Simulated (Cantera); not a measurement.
An adiabatic, constant-pressure homogeneous reactor starts with H2 : O2 : N2 = 1 : 0.556 : 2.09 (molar parts), at 1275 K and 0.270 bar. Integrator tolerance rtol = 1e-08.

Cantera simulation using GRI-Mech 3.0 (53 species, 325 reactions); the numbers are that mechanism's predictions, not measurements.

Q: What does this change do: N2 2.09 to 4.4 parts?

A: 
| quantity | before | after |
|---|---|---|
| time of steepest temperature rise | 0.113 ms | 0.187 ms |
| temperature at 4.00 s | 2645 K | 2346 K |
| equilibrium temperature | 2645 K | 2346 K |
| x(H2) at 4.00 s | 0.0359 (gas-phase equilibrium 0.0359) | 0.00852 (gas-phase equilibrium 0.00852) |
| x(O2) at 4.00 s | 0.0236 (gas-phase equilibrium 0.0236) | 0.0105 (gas-phase equilibrium 0.0105) |
| x(NO2) at 4.00 s | 1.18e-6 (gas-phase equilibrium 1.18e-6) | 4.78e-7 (gas-phase equilibrium 4.78e-7) |
| x(O) at 4.00 s | 0.00848 (gas-phase equilibrium 0.00848) | 0.00128 (gas-phase equilibrium 0.00128) |
| x(H2O) at 4.00 s | 0.246 (gas-phase equilibrium 0.246) | 0.168 (gas-phase equilibrium 0.168) |
| x(HO2) at 4.00 s | 4.48e-6 (gas-phase equilibrium 4.48e-6) | 9.25e-7 (gas-phase equilibrium 9.25e-7) |

Q: What does this change do: initial temperature 1275 to 1348 K?

A: 
```
quantity                                                            before                                    after
---------------------------------  ---------------------------------------  ---------------------------------------
time of steepest temperature rise                                 0.113 ms                                  82.6 µs
temperature at 4.00 s                                               2645 K                                   2667 K
equilibrium temperature                                             2645 K                                   2667 K
x(H2) at 4.00 s                      0.0359 (gas-phase equilibrium 0.0359)    0.0381 (gas-phase equilibrium 0.0381)
x(O2) at 4.00 s                      0.0236 (gas-phase equilibrium 0.0236)    0.0241 (gas-phase equilibrium 0.0241)
x(NO2) at 4.00 s                   1.18e-6 (gas-phase equilibrium 1.18e-6)  1.22e-6 (gas-phase equilibrium 1.22e-6)
x(O) at 4.00 s                     0.00848 (gas-phase equilibrium 0.00848)  0.00940 (gas-phase equilibrium 0.00940)
x(H2O) at 4.00 s                       0.246 (gas-phase equilibrium 0.246)      0.241 (gas-phase equilibrium 0.241)
x(HO2) at 4.00 s                   4.48e-6 (gas-phase equilibrium 4.48e-6)  4.73e-6 (gas-phase equilibrium 4.73e-6)
```
